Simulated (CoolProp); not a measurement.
Vapour-liquid equilibrium of carbon dioxide (1) + isopentane (2) at 243.8 K; x and y are mole fractions of (1).

Computed with CoolProp (multi-fluid Helmholtz-energy mixture model, Span 1996 and Lemmon 2006; pair parameters Kunz 2012).

```tsv
x	bubble pressure (MPa)	y at the bubble point	dew pressure at overall composition x (MPa)	liquid density (mol/L)
0.05	0.1344	0.940	0.008527	9.492
0.15	0.3771	0.978	0.009534	10.05
0.25	0.5844	0.986	0.01081	10.72
0.35	0.7455	0.989	0.01247	11.53
0.45	0.8651	0.991	0.01474	12.51
0.55	0.9574	0.992	0.01802	13.70
0.65	1.040	0.993	0.02317	15.17
0.75	1.128	0.995	0.03244	17.01
0.85	1.236	0.996	0.05409	19.36
0.95	1.376	0.999	0.1625	22.45
```

No azeotrope shows between x = 0.05 and 0.95.

Pair parameters are fitted to limited data, so mixtures are less certain than the pure fluids. The gap from Raoult's law changes sign with composition, which may be real or a fault of the pair parameters; it wasn't checked against measurements. With so large a gap from Raoult's law the liquid may split in two, which this calculation doesn't test in full.
